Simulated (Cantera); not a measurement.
Boron, boron nitride and boron oxide: BF3 + H2 + N2 + H2O

Feed: 1 mol BF3, 3 mol H2, 3.8 mol N2, 20 mol H2O, equilibrated at 800 K.

Equilibrium computed with Cantera from the NASA thermochemical tables; the gas is ideal and each condensed phase is pure. Candidate condensed phases: B, BN, B2O3, B3O3H3, H2O; 62 gas species. Gases not in the tables: H3BO3. Rates play no part.

From 0.000100 bar to 0.0170 bar the condensed part is B2O3(l). From 0.0460 bar to 1.00 bar nothing is condensed.

```tsv
P (Pa)	x H2O	x N2	x H2	x HF	x BF3	n B2O3(l)
10	0.657	0.134	0.106	0.101	0.00173	0.449
28	0.658	0.135	0.106	0.0977	0.00265	0.419
77	0.660	0.135	0.106	0.0938	0.00388	0.375
220	0.662	0.135	0.106	0.0887	0.00552	0.307
600	0.664	0.135	0.107	0.0829	0.00740	0.210
1700	0.665	0.135	0.107	0.0761	0.00961	0.0607
4600	0.667	0.136	0.107	0.0711	0.0114	0
13000	0.670	0.136	0.107	0.0668	0.0130	0
36000	0.673	0.136	0.107	0.0625	0.0145	0
100000	0.676	0.136	0.107	0.0583	0.0160	0
```
x: gas mole fraction; n: condensed amount in mol.
